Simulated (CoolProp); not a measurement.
Vapour pressure (kPa) of ammonia: the reference equation beside estimates from Tc = 405.6 K, pc = 11360 kPa, ω = 0.256. Clausius-Clapeyron is anchored at 347.4 K with a constant enthalpy of vaporisation of 15.54 kJ/mol.

Values from CoolProp's reference Helmholtz-energy equation of state, Gao 2020.

| T (K) | reference | Lee-Kesler | Clausius-Clapeyron | van der Waals | Redlich-Kwong | Soave-Redlich-Kwong | Peng-Robinson |
|---|---|---|---|---|---|---|---|
| 321.5 | 1947 | 1966 | 2365 | 4176 | 2618 | 1974 | 1950 |
| 326.7 | 2227 | 2248 | 2594 | 4498 | 2935 | 2260 | 2231 |
| 331.9 | 2536 | 2559 | 2837 | 4835 | 3277 | 2576 | 2542 |
| 337 | 2869 | 2893 | 3090 | 5180 | 3639 | 2916 | 2878 |
| 342.2 | 3241 | 3266 | 3362 | 5548 | 4034 | 3296 | 3253 |
| 347.4 | 3648 | 3673 | 3648 | 5932 | 4458 | 3712 | 3664 |
| 352.6 | 4092 | 4117 | 3949 | 6332 | 4910 | 4165 | 4112 |
| 357.8 | 4576 | 4599 | 4265 | 6748 | 5393 | 4656 | 4600 |
| 363 | 5101 | 5123 | 4597 | 7181 | 5906 | 5190 | 5130 |
| 368.2 | 5670 | 5690 | 4944 | 7630 | 6451 | 5766 | 5705 |
| 373.4 | 6286 | 6304 | 5306 | 8096 | 7028 | 6387 | 6326 |
| 378.6 | 6952 | 6968 | 5683 | 8580 | 7638 | 7056 | 6997 |
| 383.8 | 7670 | 7685 | 6076 | 9080 | 8283 | 7774 | 7719 |
| 389 | 8446 | 8460 | 6485 | 9598 | 8961 | 8544 | 8496 |
| 394.2 | 9283 | 9296 | 6910 | 10130 | 9676 | 9367 | 9330 |

Absolute difference from the reference over all 15 rows, mean and median: Lee-Kesler 0.5 and 0.5 %, Clausius-Clapeyron 13.2 and 12.8 %, van der Waals 52.8 and 47.5 %, Redlich-Kwong 18.4 and 17.9 %, Soave-Redlich-Kwong 1.5 and 1.6 %, Peng-Robinson 0.5 and 0.5 %.
